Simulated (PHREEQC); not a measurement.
Consider water at 25 °C with 0.026 mol Cu(NO3)2, 0.00019 mol HNO3 and 0.01 mol NaCl per kg of water. Closed to the air; pH follows from the charge balance.

The numbers come from PHREEQC with the ion-association model, phreeqc.dat.

```
quantity                    before     after
------------------------  --------  --------
pH                            3.80      3.67
ionic strength (mol/kgw)    0.0876    0.0882
CuCl+ (mol/kgw)           0.000279  0.000278
CuOH+ (mol/kgw)            8.60e-7   6.34e-7
Cu2(OH)2+2 (mol/kgw)       5.07e-7   2.76e-7
Cu(OH)2 (mol/kgw)          8.58e-9   4.67e-9
SI of Halite (NaCl)          -5.79     -5.79
```

Which change was made?
A) HNO3 replaced by Fe(NO3)3 at the same molality
B) HNO3 from 0.00019 to 9.5e-05 mol/kgw
C) diluted 100-fold with water
D) 0.024 mol/kgw Na2SO4 added
E) temperature from 25 to 35 °C

A, HNO3 replaced by Fe(NO3)3 at the same molality

No solid was allowed to form. Some of these states are supersaturated (in Fe(OH)3(a), Hematite (slow to form), for instance).
